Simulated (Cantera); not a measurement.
Charge: 1 mol SiH4, 0.99 mol O2, 180 mol N2, equilibrated at 1700 °C and 1.00 bar.

These are equilibrium values from Cantera (NASA tables, ideal gas, pure condensed phases), not measurements of a reactor. Candidate condensed phases: H2O, Si, SiO2, Si2N2O, Si3N4; 35 gas species. The tables hold silica as quartz up to 1696 K and as liquid above; real silica turns to tridymite and cristobalite and melts near 1996 K. Equilibrium is a limit: real reactors are often held back by kinetics, nucleation or transport.

Base state: N2 0.988, H2 0.0103, SiO 0.000753, H2O 0.000642, H 0.000137 (mole fractions); condensed: SiO2(condensed).

Question: What changes in the equilibrium state with this change: SiH4 replaced by HMDSO?

Answer: 
| species | before | after |
|---|---|---|
| N2 | 0.988 | 0.936 |
| H2 | 0.0103 | 0.0453 |
| CO | 0 | 0.0154 |
| SiO | 0.000753 | 0.000135 |
| HCN | 0 | 0.00273 |
| HNC | 0 | 0.000147 |
| C2H2 (acetylene) | 0 | 2.90e-5 |
| H2O | 0.000642 | 9.10e-8 |
| SiO2(condensed), mol | 0.863 | 0 |
| C(graphite), mol | 0 | 0.508 |
| SiC(s), mol | 0 | 1.97 |
The feed counts by its element totals alone. Further candidate phases: C, C6H6, C7H8, C8H18, SiC.
